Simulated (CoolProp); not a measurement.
Vapour-liquid equilibrium of R143a (1) + isobutane (2) at 273.3 K; x and y are mole fractions of (1).

Values from CoolProp's multi-fluid Helmholtz-energy mixture model, Lemmon and Jacobsen 2000 and Bücker 2006; pair parameters Bell 2016.

```json
[
 {"x": "0.05", "bubble pressure, mixture model (bar)": "2.394", "bubble pressure, Raoult's law (bar)": "1.810", "y, mixture model": "0.352", "y, Raoult's law": "0.172"},
 {"x": "0.125", "bubble pressure, mixture model (bar)": "3.306", "bubble pressure, Raoult's law (bar)": "2.159", "y, mixture model": "0.547", "y, Raoult's law": "0.360"},
 {"x": "0.2", "bubble pressure, mixture model (bar)": "3.946", "bubble pressure, Raoult's law (bar)": "2.507", "y, mixture model": "0.634", "y, Raoult's law": "0.497"},
 {"x": "0.275", "bubble pressure, mixture model (bar)": "4.405", "bubble pressure, Raoult's law (bar)": "2.856", "y, mixture model": "0.684", "y, Raoult's law": "0.599"},
 {"x": "0.35", "bubble pressure, mixture model (bar)": "4.745", "bubble pressure, Raoult's law (bar)": "3.205", "y, mixture model": "0.719", "y, Raoult's law": "0.680"},
 {"x": "0.425", "bubble pressure, mixture model (bar)": "5.010", "bubble pressure, Raoult's law (bar)": "3.553", "y, mixture model": "0.745", "y, Raoult's law": "0.745"},
 {"x": "0.5", "bubble pressure, mixture model (bar)": "5.230", "bubble pressure, Raoult's law (bar)": "3.902", "y, mixture model": "0.768", "y, Raoult's law": "0.798"},
 {"x": "0.575", "bubble pressure, mixture model (bar)": "5.424", "bubble pressure, Raoult's law (bar)": "4.250", "y, mixture model": "0.790", "y, Raoult's law": "0.842"},
 {"x": "0.65", "bubble pressure, mixture model (bar)": "5.603", "bubble pressure, Raoult's law (bar)": "4.599", "y, mixture model": "0.813", "y, Raoult's law": "0.880"},
 {"x": "0.725", "bubble pressure, mixture model (bar)": "5.773", "bubble pressure, Raoult's law (bar)": "4.948", "y, mixture model": "0.839", "y, Raoult's law": "0.912"},
 {"x": "0.8", "bubble pressure, mixture model (bar)": "5.931", "bubble pressure, Raoult's law (bar)": "5.296", "y, mixture model": "0.870", "y, Raoult's law": "0.940"},
 {"x": "0.875", "bubble pressure, mixture model (bar)": "6.072", "bubble pressure, Raoult's law (bar)": "5.645", "y, mixture model": "0.909", "y, Raoult's law": "0.965"},
 {"x": "0.95", "bubble pressure, mixture model (bar)": "6.182", "bubble pressure, Raoult's law (bar)": "5.993", "y, mixture model": "0.958", "y, Raoult's law": "0.987"}
]
```

The largest gap from Raoult's law is +57.4 % in bubble pressure, at x = 0.2. No azeotrope shows between x = 0.05 and 0.95.

The pair parameters rest on a limited set of measurements; away from them the model extrapolates. With so large a gap from Raoult's law the liquid may split in two, which this calculation doesn't test in full.
